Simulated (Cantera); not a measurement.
# Adiabatic ignition

An adiabatic, constant-volume homogeneous reactor starts with 3.14 % C3H8, 20.4 % O2, 76.5 % N2, equivalence ratio 0.77, at 1675 K and 2.70 bar.

Cantera simulation using GRI-Mech 3.0 (53 species, 325 reactions); the numbers are that mechanism's predictions, not measurements. GRI-Mech 3.0 was tuned for natural gas; its chemistry of propane as a main component is partial and can be far from experiment.

| t (s) | T (K) | P (bar) | x C3H8 | x O2 | x NO2 | x CH3 | x C2H6 |
|---|---|---|---|---|---|---|---|
| 1.00e-6 | 1663 | 2.69 | 0.0296 | 0.203 | <1e-12 | 0.00141 | 2.38e-5 |
| 2.83e-6 | 1655 | 2.69 | 0.0249 | 0.200 | 1.06e-12 | 0.00331 | 0.000478 |
| 8.01e-6 | 1806 | 3.04 | 0.00425 | 0.171 | 2.62e-10 | 0.00341 | 0.00116 |
| 2.27e-5 | 2923 | 5.07 | <1e-12 | 0.0548 | 6.96e-7 | <1e-12 | <1e-12 |
| 6.42e-5 | 2989 | 5.16 | <1e-12 | 0.0517 | 3.78e-6 | <1e-12 | <1e-12 |
| 0.000182 | 2978 | 5.14 | <1e-12 | 0.0481 | 9.02e-6 | <1e-12 | <1e-12 |
| 0.000514 | 2971 | 5.12 | <1e-12 | 0.0457 | 1.23e-5 | <1e-12 | <1e-12 |
| 0.00146 | 2970 | 5.12 | <1e-12 | 0.0454 | 1.26e-5 | <1e-12 | <1e-12 |
| 0.00412 | 2970 | 5.12 | <1e-12 | 0.0454 | 1.26e-5 | <1e-12 | <1e-12 |
| 0.0117 | 2970 | 5.12 | <1e-12 | 0.0454 | 1.26e-5 | <1e-12 | <1e-12 |
| 0.0330 | 2970 | 5.12 | <1e-12 | 0.0454 | 1.26e-5 | <1e-12 | <1e-12 |
| 0.0935 | 2970 | 5.12 | <1e-12 | 0.0454 | 1.26e-5 | <1e-12 | <1e-12 |
| 0.265 | 2970 | 5.12 | <1e-12 | 0.0454 | 1.26e-5 | <1e-12 | <1e-12 |
| 0.749 | 2970 | 5.12 | <1e-12 | 0.0454 | 1.26e-5 | <1e-12 | <1e-12 |
| 2.12 | 2970 | 5.12 | <1e-12 | 0.0454 | 1.26e-5 | <1e-12 | <1e-12 |
| 6.00 | 2970 | 5.12 | <1e-12 | 0.0454 | 1.26e-5 | <1e-12 | <1e-12 |
x: mole fraction; the columns are a selection and need not sum to one.

```json
{
  "time_of_steepest_temperature_rise": "9.81 µs",
  "temperature at 6.00 s": "2970 K",
  "equilibrium_temperature": "2970 K",
  "x(C3H8) at 6.00 s": "<1e-12 (gas-phase equilibrium <1e-12)",
  "x(O2) at 6.00 s": "0.0454 (gas-phase equilibrium 0.0454)",
  "x(NO2) at 6.00 s": "1.26e-5 (gas-phase equilibrium 1.26e-5)"
}
```
